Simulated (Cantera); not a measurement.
Charge: 1 mol C2H6, 0.1 mol CO2, equilibrated at 1350 K and 46.0 bar.

Method: chemical equilibrium by Gibbs-energy minimisation in Cantera with the NASA 1993 tables (ideal gas, pure condensed phases). Candidate condensed phases: C, C6H6, C7H8, C8H18, H2O; 110 gas species. The ideal-gas law is rough above about 30 bar. The numbers say what is thermodynamically allowed, not how fast it happens.

Base state: H2 0.770, CH4 0.157, CO 0.0600, H2O 0.0122, CO2 0.000483, C2H6 5.64e-5, C2H4 5.11e-5 (mole fractions); condensed: C(graphite).

Task: What changes in the equilibrium state with this change: temperature from 1350 K to 2223.15 K?

Result: 
```csv
species,before,after
H2,0.770,0.923
CO,0.0600,0.0630
CH4,0.157,0.00981
H2O,0.0122,0.000142
H,3.08e-7,0.000908
C2H2 (acetylene),9.54e-7,0.00268
CO2,0.000483,1.80e-6
CH3,1.25e-6,0.000184
C2H6,5.64e-5,2.32e-6
"C(graphite), mol",1.50,1.85
```
